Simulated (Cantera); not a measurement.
A perfectly stirred reactor is fed with H2 : O2 : N2 = 1 : 0.455 : 1.71 (molar parts), at 10.0 bar; it is adiabatic with a 600 K inlet, and is followed from long to short residence time, starting on the burning branch (τ in s: 0.049, 0.027, 0.015, 0.0079, 0.0043, 0.0024, 0.0013, 0.0007, 0.00038, 0.00021, 0.00011, 6.2e-05).

Model: GRI-Mech 3.0 (53 species, 325 reactions), integrated in Cantera. The hydrogen kinetics of GRI-Mech 3.0 are dated; newer H2 mechanisms differ, most at raised pressure.

One state of this run: T (K) = 2611; x H2 = 0.0392; x O2 = 0.00164; x NO2 = 1.80e-7; x H = 0.00355; x NO = 0.000907. x: mole fraction; the columns are a selection and need not sum to one.

**Question.** Which value of τ (s) does it belong to?
A) 0.0013
B) 6.2e-5
C) 0.00070
D) 0.0043

**Answer.** C, 0.00070
